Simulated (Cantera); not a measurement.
An isothermal, constant-pressure homogeneous reactor starts with 53.8 % NO, 46.2 % N₂, at 1950 K and 9.75 Torr.

Cantera simulation using GRI-Mech 3.0 (53 species, 325 reactions); the numbers are that mechanism's predictions, not measurements. Radical loss at walls, strong at low pressure, is not modelled.

x: mole fraction; the columns are a selection and need not sum to one.

```json
[
 {"t (s)": "2.00e-6", "x NO": "0.538", "x O₂": "<1e-12", "x N₂": "0.462", "x O": "6.02e-9", "x NO₂": "<1e-12", "x N₂O": "6.02e-9"},
 {"t (s)": "6.75e-6", "x NO": "0.538", "x O₂": "<1e-12", "x N₂": "0.462", "x O": "2.03e-8", "x NO₂": "<1e-12", "x N₂O": "2.03e-8"},
 {"t (s)": "2.28e-5", "x NO": "0.538", "x O₂": "6.51e-12", "x N₂": "0.462", "x O": "6.86e-8", "x NO₂": "6.63e-12", "x N₂O": "6.86e-8"},
 {"t (s)": "7.70e-5", "x NO": "0.538", "x O₂": "7.41e-11", "x N₂": "0.462", "x O": "2.32e-7", "x NO₂": "7.52e-11", "x N₂O": "2.31e-7"},
 {"t (s)": "0.000260", "x NO": "0.538", "x O₂": "8.42e-10", "x N₂": "0.462", "x O": "7.83e-7", "x NO₂": "8.48e-10", "x N₂O": "7.79e-7"},
 {"t (s)": "0.000877", "x NO": "0.538", "x O₂": "9.62e-9", "x N₂": "0.462", "x O": "2.66e-6", "x NO₂": "9.42e-9", "x N₂O": "2.61e-6"},
 {"t (s)": "0.00296", "x NO": "0.538", "x O₂": "1.11e-7", "x N₂": "0.462", "x O": "9.10e-6", "x NO₂": "9.92e-8", "x N₂O": "8.61e-6"},
 {"t (s)": "0.0100", "x NO": "0.538", "x O₂": "1.35e-6", "x N₂": "0.462", "x O": "3.23e-5", "x NO₂": "8.78e-7", "x N₂O": "2.68e-5"},
 {"t (s)": "0.0338", "x NO": "0.537", "x O₂": "1.89e-5", "x N₂": "0.462", "x O": "0.000122", "x NO₂": "4.97e-6", "x N₂O": "6.96e-5"},
 {"t (s)": "0.114", "x NO": "0.537", "x O₂": "0.000273", "x N₂": "0.463", "x O": "0.000372", "x NO₂": "1.23e-5", "x N₂O": "0.000107"},
 {"t (s)": "0.385", "x NO": "0.533", "x O₂": "0.00200", "x N₂": "0.464", "x O": "0.000528", "x NO₂": "1.63e-5", "x N₂O": "0.000100"},
 {"t (s)": "1.30", "x NO": "0.520", "x O₂": "___", "x N₂": "0.471", "x O": "___", "x NO₂": "___", "x N₂O": "___"},
 {"t (s)": "4.39", "x NO": "___", "x O₂": "___", "x N₂": "0.496", "x O": "___", "x NO₂": "___", "x N₂O": "___"},
 {"t (s)": "14.8", "x NO": "0.303", "x O₂": "0.116", "x N₂": "0.579", "x O": "0.00143", "x NO₂": "4.70e-5", "x N₂O": "2.33e-5"},
 {"t (s)": "50.0", "x NO": "0.0591", "x O₂": "0.238", "x N₂": "0.701", "x O": "0.00195", "x NO₂": "1.34e-5", "x N₂O": "7.92e-7"}
]
```

Q: Fill in the missing entries.

A: 
- 1.30, x O₂: 0.00856
- 1.30, x O: 0.000627
- 1.30, x NO₂: 2.29e-5
- 1.30, x N₂O: 9.11e-5
- 4.39, x NO: 0.470
- 4.39, x O₂: 0.0330
- 4.39, x O: 0.000887
- 4.39, x NO₂: 3.76e-5
- 4.39, x N₂O: 6.74e-5
